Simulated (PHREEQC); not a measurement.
Solution (25 °C): 1 mmol/kgw HCl and 7.1 mmol/kgw MnSO4. It is in equilibrium with CO2 at log p = -3.4 (atm). Otherwise closed; pH follows from the charge balance.

The numbers come from PHREEQC with the ion-association model, phreeqc.dat.

No solid was allowed to form.

Question: What pH, ionic strength, specific conductance does the model give?

Answer: pH 3.17; ionic strength 0.0223 mol/kgw; specific conductance 1470 µS/cm.

Question: In which forms is Cl present?

Answer: Cl- 99 %, MnCl+ 1.3 % of the Cl.

Species that the database lacks are ignored.
